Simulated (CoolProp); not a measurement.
A closed Brayton cycle with carbon dioxide: compressor inlet 333.15 K and 7.6 MPa, high pressure 25.9 MPa, turbine inlet 655 K, compressor efficiency 0.89, turbine efficiency 0.93, recuperator effectiveness 0.8 (on enthalpy, no pinch check). Each further row changes one setting.

Computed with CoolProp (reference Helmholtz-energy equation of state, Span 1996).

```tsv
case	thermal efficiency (%)	net work (kJ/kg)	compressor to turbine work	compressor exit (K)	turbine exit (K)
as stated	23.6	50.3	0.59	444.3	523.9
turbine inlet 605 K	19.8	37.6	0.66	444.3	479.1
compressor inlet 343.15 K	21.8	44.3	0.64	458.8	523.9
high pressure 22 MPa	23.9	47.7	0.56	428.9	540.9
recuperator effectiveness 0.5	21.0	50.3	0.59	444.3	523.9
```
